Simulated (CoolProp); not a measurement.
A Linde-Hampson liquefier for dry air: isothermal reversible compression at 300 K from 1 atm to 10 MPa, throttling to 1 atm, return gas leaving the recuperator 2 K below the feed. Each further row changes one setting.

The numbers come from the reference Helmholtz-energy equation of state, Lemmon 2000 in CoolProp. It is a pseudo-pure fit of the blend.

```tsv
case	liquid yield per pass	compression work (kJ/kg of gas)
as stated	0.043	394
high pressure 20 MPa	0.076	454
warm-end temperature 330 K	0.031	435
warm-end gap 7 K	0.031	394
```
